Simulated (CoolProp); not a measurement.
A Linde-Hampson liquefier for normal hydrogen: isothermal reversible compression at 280 K from 1 atm to 30 MPa, throttling to 1 atm, return gas leaving the recuperator 10 K below the feed. Each further row changes one setting.

The numbers come from the reference Helmholtz-energy equation of state, Leachman 2009 in CoolProp.

| case | compression work (kJ/kg of gas) |
|---|---|
| as stated | 6790 |
| high pressure 60 MPa | 7830 |
| warm-end temperature 310 K | 7500 |
| warm-end gap 15 K | 6790 |
